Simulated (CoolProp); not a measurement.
Saturation properties of the fluoroketone C6F12O (FK-5-1-12).

Model: reference Helmholtz-energy equation of state, McLinden 2015, in CoolProp.

| T (K) | p (bar) | liquid density (kg/m³) | vapour density (kg/m³) |
|---|---|---|---|
| 280.8 | [?] | 1653 | 2.535 |
| 293.7 | 0.3338 | [?] | 4.450 |
| 306.7 | 0.5719 | 1576 | 7.406 |
| 319.7 | [?] | 1535 | 11.75 |
| 332.7 | 1.439 | 1492 | 17.91 |
| 345.7 | 2.143 | 1446 | 26.45 |
| 358.7 | 3.086 | 1398 | 38.08 |
| 371.7 | 4.316 | 1345 | [?] |
| 384.6 | 5.872 | 1288 | 74.81 |
| 397.6 | 7.839 | 1222 | 103.8 |
| 410.6 | 10.27 | 1145 | 145.0 |

### Question
Some entries are withheld; supply them.

### Answer

- 280.8, p (bar): 0.1837
- 293.7, liquid density (kg/m³): 1616
- 319.7, p (bar): 0.9282
- 371.7, vapour density (kg/m³): 53.78

It boils at 322.2 K under 1 atm.
